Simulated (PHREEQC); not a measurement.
## Ultrapure water in contact with air or piping: speciation

Synthetic water in mg/kgw, 25 °C, pH 6.3, pe 0.1:

```
constituent           mg/kgw
------------------  --------
Na                    0.0131
K                    0.00544
Ca                    0.0117
Mg                   0.00135
Cl                    0.0129
S(6) as SO4          0.00111
Alkalinity as HCO3    0.0616
Ba                  0.000136
Li                  2.66e-06
Fe(2)               0.000169
Mn(2)                0.00014
```

Valence states are taken as typed.

The numbers come from PHREEQC with the ion-association model, phreeqc.dat.

```yaml
ionic_strength: 2.27e-6 mol/kgw
charge_balance_error: 0.6 %
```

```tsv
species	molality	activity	log γ
CO2	1.68e-6	1.68e-6	0.000
HCO3-	1.49e-6	1.49e-6	-0.001
Na+	5.70e-7	5.69e-7	-0.001
H+	5.02e-7	5.01e-7	-0.001
Cl-	3.64e-7	3.63e-7	-0.001
Ca+2	2.92e-7	2.90e-7	-0.003
K+	1.39e-7	1.39e-7	-0.001
Mg+2	5.55e-8	5.51e-8	-0.003
OH-	2.02e-8	2.02e-8	-0.001
SO4-2	1.15e-8	1.15e-8	-0.003
Fe+2	3.02e-9	3.00e-9	-0.003
Mn+2	2.55e-9	2.53e-9	-0.003
```

Precipitation was switched off in this run.
